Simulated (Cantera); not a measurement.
An adiabatic, constant-volume homogeneous reactor starts with CH4 : O2 : N2 = 1 : 1.05 : 3.96 (molar parts), equivalence ratio 1.9, at 1075 K and 5.00 bar.

Cantera simulation using GRI-Mech 3.0 (53 species, 325 reactions); the numbers are that mechanism's predictions, not measurements.

Question: Predict: time of steepest temperature rise; temperature at 6.00 s; equilibrium temperature; x(CH4) at 6.00 s; x(O2) at 6.00 s; x(H2) at 6.00 s; x(NO) at 6.00 s.

Answer: 
```
Quantity                                                            Result
---------------------------------  ---------------------------------------
time of steepest temperature rise                                  76.7 ms
temperature at 6.00 s                                               2558 K
equilibrium temperature                                             2558 K
x(CH4) at 6.00 s                   1.37e-9 (gas-phase equilibrium 1.54e-9)
x(O2) at 6.00 s                    4.00e-6 (gas-phase equilibrium 4.00e-6)
x(H2) at 6.00 s                        0.146 (gas-phase equilibrium 0.146)
x(NO) at 6.00 s                    9.43e-5 (gas-phase equilibrium 9.43e-5)
```
